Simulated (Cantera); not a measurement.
**Gas-phase reforming**

An isothermal, constant-pressure homogeneous reactor starts with CH4 : H2O = 1 : 0.32 (molar parts), at 1325 K and 1.01 bar.

Model: GRI-Mech 3.0 (53 species, 325 reactions), integrated in Cantera. GRI-Mech 3.0 stops at C3 and has no aromatics, soot or wall deposition, so with more carbon than oxygen in the feed, carbon stays in small species such as C2H2 where larger ones or solid carbon would form.

```tsv
t (s)	x CH4	x H2O	x C2H4	x HCO	x H2O2
3.00e-6	0.758	0.242	<1e-12	<1e-12	<1e-12
1.08e-5	0.758	0.242	<1e-12	<1e-12	<1e-12
3.87e-5	0.758	0.242	1.32e-11	<1e-12	<1e-12
0.000139	0.758	0.242	6.83e-10	<1e-12	<1e-12
0.000500	0.758	0.242	2.82e-8	<1e-12	<1e-12
0.00180	0.758	0.242	4.98e-7	<1e-12	<1e-12
0.00646	0.757	0.242	3.41e-6	<1e-12	<1e-12
0.0232	0.757	0.242	2.50e-5	<1e-12	<1e-12
0.0834	0.756	0.242	0.000252	<1e-12	<1e-12
0.300	0.749	0.242	0.00189	2.19e-12	<1e-12
1.08	0.722	0.238	0.00499	2.13e-12	<1e-12
3.87	0.639	0.227	0.00876	1.81e-12	<1e-12
13.9	0.468	0.205	0.0296	4.11e-12	<1e-12
50.0	0.363	0.181	0.0465	3.16e-11	<1e-12
```
x: mole fraction; the columns are a selection and need not sum to one.

Equilibrium at this temperature and pressure: CH4 0.290, H2O 3.90e-6, C2H4 0.0117, HCO 6.74e-10, H2O2 <1e-12 (gas phase only).
